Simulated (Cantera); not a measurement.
Feed: 1 mol CuF₂, a varied amount of H₂, held at 2173.15 K and 0.930 bar.

Method: chemical equilibrium by Gibbs-energy minimisation in Cantera with the NASA 1993 tables (ideal gas, pure condensed phases). Candidate condensed phases: Cu, CuF₂; 15 gas species. Kinetics and transport are ignored.

Q: Which condensed phases are stable at each of these points (n(H₂) (mol)): 1.2, 2.7, 6, 13, 30, 67, 150?

A: 
```csv
n(H₂) (mol),condensed phases,Cu condensed (%)
1.2,Cu(l),92.4
2.7,Cu(l),90.9
6,Cu(l),84.2
13,Cu(l),69.5
30,Cu(l),33.8
67,gas only,0.0
150,gas only,0.0
```

From 1.2 mol H₂ to 30 mol H₂ the condensed part is Cu(l). From 67 mol H₂ to 150 mol H₂ nothing is condensed.
